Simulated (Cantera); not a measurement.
Charge: 1 mol B₂H₆, 0.9 mol H₂O, 7.2 mol H₂, equilibrated at 1077 °C and 1.00 Torr.

Method: chemical equilibrium by Gibbs-energy minimisation in Cantera with the NASA 1993 tables (ideal gas, pure condensed phases). Candidate condensed phases: B, B₂O₃, B₃O₃H₃, H₂O; 23 gas species. The feed counts by its element totals alone. Mutual solubility and eutectic melting of coexisting phases are not modelled. Equilibrium is a limit: real reactors are often held back by kinetics, nucleation or transport.

Base state: H₂ 0.980, HBO 0.0158, B₂O₂ 0.00299, B₂O₃ 0.000527, HBO₂ 0.000271, B₃O₃H₃ 0.000247, H 6.46e-5, BO 3.44e-5 (mole fractions); condensed: B(s) + B₂O₃(l).

What changes in the equilibrium state with this change: B₂H₆ replaced by borazine?


```
species         before     after
------------  --------  --------
H₂               0.980     0.969
N₂                   0    0.0261
HBO₂          0.000271   0.00244
HBO             0.0158   0.00174
B₃O₃H₃        0.000247   3.29e-7
B₂O₂           0.00299   3.65e-5
H₂O            3.25e-6  0.000263
B(s), mol         1.32         0
B₂O₃(l), mol     0.208     0.267
BN(s), mol           0      2.40
```
Further candidate phases: BN.
